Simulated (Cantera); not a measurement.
## Cu + CO (metals in furnace atmospheres)

Input: 1 mol Cu, 0.52 mol CO, equilibrated at 1350 K and 0.000610 bar.

Method: chemical equilibrium by Gibbs-energy minimisation in Cantera with the NASA 1993 tables (ideal gas, pure condensed phases). Candidate condensed phases: C, Cu, CuO, Cu₂O; 15 gas species. Kinetics and transport are ignored.

- x(CO) = 0.999
- x(Cu) = 0.000802
- x(CO₂) = 1.78e-6
- n(Cu(s)) = 1.000 mol
- gas amount = 0.5204 mol
